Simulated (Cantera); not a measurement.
**Adiabatic ignition**

An adiabatic, constant-volume homogeneous reactor starts with 3.35 % CH4, 20.3 % O2, 76.4 % N2, equivalence ratio 0.33, at 1525 K and 690 Torr.

Detailed kinetics in Cantera: GRI-Mech 3.0 (53 species, 325 reactions).

```json
[
 {"t (s)": "1.00e-6", "T (K)": "1525", "P (bar)": "0.920", "x CH4": "0.0335", "x O2": "0.203", "x HO2": "3.45e-8", "x CO": "<1e-12", "x CO2": "<1e-12", "x CH2": "<1e-12"},
 {"t (s)": "2.82e-6", "T (K)": "1525", "P (bar)": "0.920", "x CH4": "0.0335", "x O2": "0.203", "x HO2": "9.72e-8", "x CO": "<1e-12", "x CO2": "<1e-12", "x CH2": "<1e-12"},
 {"t (s)": "7.95e-6", "T (K)": "1525", "P (bar)": "0.920", "x CH4": "0.0335", "x O2": "0.203", "x HO2": "2.72e-7", "x CO": "1.96e-11", "x CO2": "1.46e-12", "x CH2": "<1e-12"},
 {"t (s)": "2.24e-5", "T (K)": "1525", "P (bar)": "0.920", "x CH4": "0.0335", "x O2": "0.203", "x HO2": "7.49e-7", "x CO": "4.02e-10", "x CO2": "2.22e-11", "x CH2": "<1e-12"},
 {"t (s)": "6.31e-5", "T (K)": "1525", "P (bar)": "0.920", "x CH4": "0.0335", "x O2": "0.203", "x HO2": "1.98e-6", "x CO": "1.04e-8", "x CO2": "4.83e-10", "x CH2": "4.79e-12"},
 {"t (s)": "0.000178", "T (K)": "1525", "P (bar)": "0.920", "x CH4": "0.0334", "x O2": "0.203", "x HO2": "4.67e-6", "x CO": "4.59e-7", "x CO2": "2.31e-8", "x CH2": "1.08e-10"},
 {"t (s)": "0.000502", "T (K)": "1530", "P (bar)": "0.923", "x CH4": "0.0323", "x O2": "0.202", "x HO2": "2.25e-5", "x CO": "0.000124", "x CO2": "6.79e-6", "x CH2": "1.86e-8"},
 {"t (s)": "0.00141", "T (K)": "2365", "P (bar)": "1.43", "x CH4": "<1e-12", "x O2": "0.134", "x HO2": "6.08e-6", "x CO": "0.00134", "x CO2": "0.0320", "x CH2": "<1e-12"},
 {"t (s)": "0.00399", "T (K)": "2365", "P (bar)": "1.43", "x CH4": "<1e-12", "x O2": "0.133", "x HO2": "6.10e-6", "x CO": "0.00128", "x CO2": "0.0321", "x CH2": "<1e-12"},
 {"t (s)": "0.0112", "T (K)": "2361", "P (bar)": "1.43", "x CH4": "<1e-12", "x O2": "0.132", "x HO2": "5.99e-6", "x CO": "0.00125", "x CO2": "0.0321", "x CH2": "<1e-12"},
 {"t (s)": "0.0317", "T (K)": "2351", "P (bar)": "1.42", "x CH4": "<1e-12", "x O2": "0.130", "x HO2": "5.76e-6", "x CO": "0.00120", "x CO2": "0.0322", "x CH2": "<1e-12"},
 {"t (s)": "0.0893", "T (K)": "2340", "P (bar)": "1.42", "x CH4": "<1e-12", "x O2": "0.128", "x HO2": "5.51e-6", "x CO": "0.00114", "x CO2": "0.0322", "x CH2": "<1e-12"},
 {"t (s)": "0.252", "T (K)": "2337", "P (bar)": "1.41", "x CH4": "<1e-12", "x O2": "0.128", "x HO2": "5.45e-6", "x CO": "0.00112", "x CO2": "0.0323", "x CH2": "<1e-12"},
 {"t (s)": "0.710", "T (K)": "2337", "P (bar)": "1.41", "x CH4": "<1e-12", "x O2": "0.128", "x HO2": "5.44e-6", "x CO": "0.00112", "x CO2": "0.0323", "x CH2": "<1e-12"},
 {"t (s)": "2.00", "T (K)": "2337", "P (bar)": "1.41", "x CH4": "<1e-12", "x O2": "0.128", "x HO2": "5.44e-6", "x CO": "0.00112", "x CO2": "0.0323", "x CH2": "<1e-12"}
]
```
x: mole fraction; the columns are a selection and need not sum to one.

| Quantity | Result |
|---|---|
| time of steepest temperature rise | 0.717 ms |
| temperature at 2.00 s | 2337 K |
| equilibrium temperature | 2337 K |
| x(CH4) at 2.00 s | <1e-12 (gas-phase equilibrium <1e-12) |
| x(O2) at 2.00 s | 0.128 (gas-phase equilibrium 0.128) |
| x(HO2) at 2.00 s | 5.44e-6 (gas-phase equilibrium 5.44e-6) |
